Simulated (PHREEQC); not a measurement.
Make-up at 25 °C: 6.9 mmol/kgw CdCl2, 88 mmol/kgw H3BO3 and 0.37 mmol/kgw H2SO4. Closed to the air; pH follows from the charge balance.

All values are PHREEQC results (ion-association model, phreeqc.dat), not measurements.

Each row changes one thing in this solution. Precipitation was switched off in this run.

| case | pH | ionic strength (mol/kgw) | SO4-2 (mol/kgw) | HSO4- (mol/kgw) | H2BO3- (mol/kgw) |
|---|---|---|---|---|---|
| as made | 3.18 | 0.0159 | 0.000250 | 1.10e-5 | 8.81e-8 |
| diluted 100-fold with water | 5.13 | 0.000216 | 3.63e-6 | 2.47e-9 | 7.01e-8 |
| 0.0011 mol/kgw HF added | 2.97 | 0.0163 | 0.000246 | 1.76e-5 | 5.41e-8 |
| diluted 10-fold with water | 4.15 | 0.00204 | 3.28e-5 | 1.94e-7 | 7.55e-8 |
| temperature from 25 to 75 °C | 3.20 | 0.0155 | 0.000225 | 3.28e-5 | ___ |
| CdCl2 left out | 3.16 | 0.00107 | 0.000349 | 2.11e-5 | 7.57e-8 |
| temperature from 25 to 35 °C | 3.19 | 0.0158 | 0.000245 | 1.34e-5 | 1.06e-7 |
| CdCl2 from 0.0069 to 0.0103 mol/kgw | 3.19 | ___ | 0.000239 | 9.94e-6 | 9.08e-8 |

**Question.** What belongs in the gaps?

**Answer.** 
- temperature from 25 to 75 °C, H2BO3- (mol/kgw): 2.03e-7
- CdCl2 from 0.0069 to 0.0103 mol/kgw, ionic strength (mol/kgw): 0.0218

At this temperature some constants are extrapolated from 25 °C, and those without enthalpy data are left unchanged. Real BF4- forms and hydrolyses slowly; the run takes it at equilibrium.
